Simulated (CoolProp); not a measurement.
Octamethylcyclotetrasiloxane (D4) along the isobar 3.29 MPa: Z from the reference equation and from simpler models built on Tc = 313.4 °C, pc = 1.347 MPa, ω = 0.598; each cubic takes its own stable root.

The numbers come from the reference Helmholtz-energy equation of state, Thol 2015 in CoolProp.

```tsv
T (°C)	phase	reference	van der Waals	Redlich-Kwong	Soave-Redlich-Kwong	Peng-Robinson
102.75	liquid	0.3597	0.6028	0.4206	0.3955	0.3517
119.55	liquid	0.3522	0.5859	0.4110	0.3855	0.3427
136.25	liquid	0.3458	0.5708	0.4030	0.3772	0.3351
153.05	liquid	0.3405	0.5575	0.3963	0.3703	0.3288
169.75	liquid	0.3361	0.5458	0.3909	0.3650	0.3240
186.55	liquid	0.3328	0.5355	0.3868	0.3612	0.3205
203.25	liquid	0.3305	0.5266	0.3841	0.3590	0.3185
220.05	liquid	0.3293	0.5191	0.3826	0.3585	0.3181
236.75	liquid	0.3294	0.5129	0.3825	0.3599	0.3195
253.55	liquid	0.3309	0.5080	0.3839	0.3635	0.3231
270.25	liquid	0.3341	0.5044	0.3869	0.3698	0.3292
287.05	liquid	0.3395	0.5021	0.3918	0.3794	0.3387
303.75	liquid	0.3479	0.5012	0.3988	0.3934	0.3525
```
